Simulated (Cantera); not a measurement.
**Stirred combustor or abatement burner**

A perfectly stirred reactor is fed with CH3OH : O2 : N2 = 1 : 3.12 : 11.8 (molar parts), equivalence ratio 0.48, at 27000 Pa; it is adiabatic with a 423 K inlet, and is followed from long to short residence time, starting on the burning branch (τ in s: 0.061, 0.018, 0.0056, 0.0017, 0.00051, 0.00015, 4.7e-05, 1.4e-05, 4.3e-06).

Model: GRI-Mech 3.0 (53 species, 325 reactions), integrated in Cantera. GRI-Mech 3.0 was tuned for natural gas; its chemistry of methanol as a main component is partial and can be far from experiment.

```tsv
τ (s)	T (K)	x CH3OH	x O2	x N2O	x NO	x CH2CO	x HCO
0.061	1573	1.40e-5	0.0987	2.27e-7	1.72e-6	1.07e-11	2.11e-7
0.018	1553	3.21e-5	0.0992	1.81e-7	1.08e-6	9.90e-11	6.97e-7
0.0056	1517	8.43e-5	0.101	1.39e-7	5.74e-7	9.67e-10	2.20e-6
0.0017	423	0.0628	0.196	<1e-12	<1e-12	<1e-12	<1e-12
0.00051	423	0.0628	0.196	<1e-12	<1e-12	<1e-12	<1e-12
0.00015	423	0.0628	0.196	<1e-12	<1e-12	<1e-12	<1e-12
4.7e-5	423	0.0628	0.196	<1e-12	<1e-12	<1e-12	<1e-12
1.4e-5	423	0.0628	0.196	<1e-12	<1e-12	<1e-12	<1e-12
4.3e-6	423	0.0628	0.196	<1e-12	<1e-12	<1e-12	<1e-12
```
x: mole fraction; the columns are a selection and need not sum to one.
